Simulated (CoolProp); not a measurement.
Saturation properties of ammonia.

The numbers come from the reference Helmholtz-energy equation of state, Gao 2020 in CoolProp.

```csv
T (K),p (bar),liquid density (kg/m³),surface tension (mN/m)
309.1,13.87,586.1,18.0
316.3,16.95,574.5,16.4
323.5,20.52,562.4,14.8
330.7,24.62,549.8,13.2
338,29.38,536.3,11.7
345.2,34.71,522.3,10.2
352.4,40.74,507.3,8.75
359.6,47.52,491.3,7.33
366.8,55.12,473.8,5.96
374.1,63.73,454.1,4.62
381.3,73.18,432.0,3.37
388.5,83.69,405.7,2.19
```

It boils at 239.8 K under 1 atm.

Surface tension comes from a separate correlation (Mulero 2012).
